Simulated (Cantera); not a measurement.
A perfectly stirred reactor is fed with CO : H2 : O2 : N2 = 1 : 0.12 : 0.622 : 2.34 (molar parts), at 9000 Torr; it is adiabatic with a 350 K inlet, and is followed from long to short residence time, starting on the burning branch (τ in s: 0.022, 0.012, 0.0068, 0.0037, 0.002, 0.0011, 0.00062, 0.00034, 0.00019, 0.0001, 5.7e-05).

Computed with Cantera and GRI-Mech 3.0 (53 species, 325 reactions). The hydrogen kinetics of GRI-Mech 3.0 are dated; newer H2 mechanisms differ, most at raised pressure. The pressure lies above the range GRI-Mech 3.0 was tuned for (to about 10 atm).

Task: What does this change do: pressure from 9000 Torr to 1650 Torr?

Result: 
```
quantity                                                                          before                                after
------------------------------------------------  --------------------------------------  -----------------------------------
blow-out, bracketed by the residence times tried  burning at 57.0 µs, the shortest tried  burning at 0.100 ms, out at 57.0 µs
x(CO) at τ = 22.0 ms                                                              0.0144                               0.0278
x(H2) at τ = 22.0 ms                                                            0.000291                             0.000598
x(O2) at τ = 22.0 ms                                                              0.0218                               0.0288
x(NO) at τ = 22.0 ms                                                             0.00451                              0.00271
x(H2O) at τ = 22.0 ms                                                             0.0324                               0.0312
x(CO) at τ = 1.10 ms                                                              0.0258                               0.0608
x(H2) at τ = 1.10 ms                                                            0.000523                              0.00153
x(O2) at τ = 1.10 ms                                                              0.0288                               0.0447
x(NO) at τ = 1.10 ms                                                             0.00109                             0.000233
x(H2O) at τ = 1.10 ms                                                             0.0315                               0.0277
```

Task: What does this change do: inlet temperature 350 to 723 K?

Result: 
| quantity | before | after |
|---|---|---|
| blow-out, bracketed by the residence times tried | burning at 57.0 µs, the shortest tried | burning at 57.0 µs, the shortest tried |
| x(CO) at τ = 22.0 ms | 0.0144 | 0.0289 |
| x(H2) at τ = 22.0 ms | 0.000291 | 0.000552 |
| x(O2) at τ = 22.0 ms | 0.0218 | 0.0265 |
| x(NO) at τ = 22.0 ms | 0.00451 | 0.00830 |
| x(H2O) at τ = 22.0 ms | 0.0324 | 0.0310 |
| x(CO) at τ = 1.10 ms | 0.0258 | 0.0352 |
| x(H2) at τ = 1.10 ms | 0.000523 | 0.000672 |
| x(O2) at τ = 1.10 ms | 0.0288 | 0.0314 |
| x(NO) at τ = 1.10 ms | 0.00109 | 0.00399 |
| x(H2O) at τ = 1.10 ms | 0.0315 | 0.0305 |
